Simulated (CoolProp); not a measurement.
Vapour-liquid equilibrium of CH2F2 (R32) (1) + R134a (2) at 0.149 MPa; x and y are mole fractions of (1).

Computed with CoolProp (multi-fluid Helmholtz-energy mixture model, Tillner-Roth 1997 and Tillner-Roth 1994; pair parameters Lemmon 2004).

Question: Give the bubble temperature and the first vapour's composition at x = 0.2, 0.35, 0.65. Is there an azeotrope?

Answer: x = 0.2: 247.5 K, y = 0.432; x = 0.35: 242.8 K, y = 0.623; x = 0.65: 235.6 K, y = 0.852. No azeotrope shows between x = 0.05 and 0.95.

The pair parameters rest on a limited set of measurements; away from them the model extrapolates.
